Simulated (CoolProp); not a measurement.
A closed Brayton cycle with nitrogen: compressor inlet 306.15 K and 2.4 MPa, high pressure 6.2 MPa, turbine inlet 810 K, compressor efficiency 0.89, turbine efficiency 0.9, recuperator effectiveness 0.8 (on enthalpy, no pinch check). Each further row changes one setting.

Model: reference Helmholtz-energy equation of state, Span 2000, in CoolProp.

```json
[
 {"case": "as stated", "thermal efficiency (%)": "30.3", "net work (kJ/kg)": "71.9", "compressor to turbine work": "0.61", "compressor exit (K)": "414.3", "turbine exit (K)": "645.5"},
 {"case": "turbine inlet 760 K", "thermal efficiency (%)": "27.9", "net work (kJ/kg)": "60.3", "compressor to turbine work": "0.65", "compressor exit (K)": "414.3", "turbine exit (K)": "604.3"},
 {"case": "compressor inlet 316.15 K", "thermal efficiency (%)": "29.1", "net work (kJ/kg)": "68.1", "compressor to turbine work": "0.63", "compressor exit (K)": "427.7", "turbine exit (K)": "645.5"},
 {"case": "high pressure 5.27 MPa", "thermal efficiency (%)": "29.8", "net work (kJ/kg)": "65.1", "compressor to turbine work": "0.58", "compressor exit (K)": "?", "turbine exit (K)": "?"},
 {"case": "recuperator effectiveness 0.5", "thermal efficiency (%)": "?", "net work (kJ/kg)": "71.9", "compressor to turbine work": "0.61", "compressor exit (K)": "414.3", "turbine exit (K)": "645.5"}
]
```

What belongs in the gaps?


- high pressure 5.27 MPa, compressor exit (K): 393.7
- high pressure 5.27 MPa, turbine exit (K): 671.2
- recuperator effectiveness 0.5, thermal efficiency (%): 23.1
